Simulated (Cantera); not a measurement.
# Thermodynamics of carbothermic reduction, feed Fe₃O₄ + CH₄ + H₂

Charge: 1 mol Fe₃O₄, 5.1 mol CH₄, 8.7 mol H₂, equilibrated at 923.15 K.

Method: chemical equilibrium by Gibbs-energy minimisation in Cantera with the NASA 1993 tables (ideal gas, pure condensed phases). Candidate condensed phases: C, C₆H₆, C₇H₈, C₈H₁₈, Fe, Fe(CO)₅, FeO, Fe(OH)₂, Fe(OH)₃, Fe₂O₃, Fe₃O₄, H₂O; 114 gas species. The tables' stoichiometric FeO is somewhat more stable than real wüstite, so its field is too wide. FeO: taken at fixed stoichiometry. Condensed phases not in the tables: cementite and carbon dissolved in iron. The numbers say what is thermodynamically allowed, not how fast it happens.

| P (Pa) | x H₂ | x CH₄ | x CO | x H₂O | x CO₂ | x C₂H₆ | x C₂H₄ | x HCHO (formaldehyde) | n C(graphite) | n Fe(α) | n FeO(s) |
|---|---|---|---|---|---|---|---|---|---|---|---|
| 10 | 0.825 | 1.58e-5 | 0.175 | 2.22e-5 | 9.59e-6 | <1e-12 | 2.74e-11 | 8.46e-12 | 1.10 | 3.00 | 0 |
| 100 | 0.825 | 0.000158 | 0.174 | 0.000222 | 9.55e-5 | 2.58e-12 | 2.74e-10 | 8.45e-11 | 1.10 | 3.00 | 0 |
| 1000 | 0.824 | 0.00158 | 0.171 | 0.00218 | 0.000924 | 2.56e-10 | 2.73e-9 | 8.30e-10 | 1.13 | 3.00 | 0 |
| 10000 | 0.810 | 0.0152 | 0.149 | 0.0186 | 0.00700 | 2.44e-8 | 2.64e-8 | 7.10e-9 | 1.33 | 3.00 | 0 |
| 100000 | 0.696 | 0.112 | 0.0824 | 0.0883 | 0.0214 | 1.54e-6 | 1.94e-7 | 3.37e-8 | 1.05 | 3.00 | 0 |
| 1000000 | 0.555 | 0.359 | 0.00473 | 0.0804 | 0.00140 | 1.97e-5 | 3.12e-7 | 1.54e-8 | 0 | 0.228 | 2.77 |
x: gas mole fraction; n: condensed amount in mol.

From 10.0 Pa to 100000 Pa the condensed part is C(graphite) + Fe(α). At 1000000 Pa the condensed part is Fe(α) + FeO(s).
